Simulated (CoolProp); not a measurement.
Vapour-liquid equilibrium of CHF3 (R23) (1) + propane (2) at -43.15 °C; x and y are mole fractions of (1).

Computed with CoolProp (multi-fluid Helmholtz-energy mixture model, Penoncello 2003 and Lemmon 2009; pair parameters Bell 2016).

```csv
x,"bubble pressure, mixture model (MPa)","bubble pressure, Raoult's law (MPa)","y, mixture model","y, Raoult's law"
0.05,0.2446,0.1233,0.604,0.254
0.125,0.4025,0.1631,0.764,0.481
0.2,0.5004,0.2029,0.814,0.618
0.275,0.5563,0.2427,0.836,0.711
0.35,0.5852,0.2825,0.847,0.777
0.425,0.5986,0.3224,0.852,0.827
0.5,0.6044,0.3622,0.855,0.866
0.575,0.6077,0.4020,0.857,0.898
0.65,0.6115,0.4418,0.859,0.923
0.725,0.6172,0.4816,0.865,0.945
0.8,0.6250,0.5214,0.877,0.963
0.875,0.6329,0.5612,0.900,0.978
0.95,0.6352,0.6010,0.946,0.992
```

The largest gap from Raoult's law is +146.8 % in bubble pressure, at x = 0.125. y crosses x between x = 0.875 and 0.95: the model has an azeotrope there.

Pair parameters are fitted to limited data, so mixtures are less certain than the pure fluids. With so large a gap from Raoult's law the liquid may split in two, which this calculation doesn't test in full.
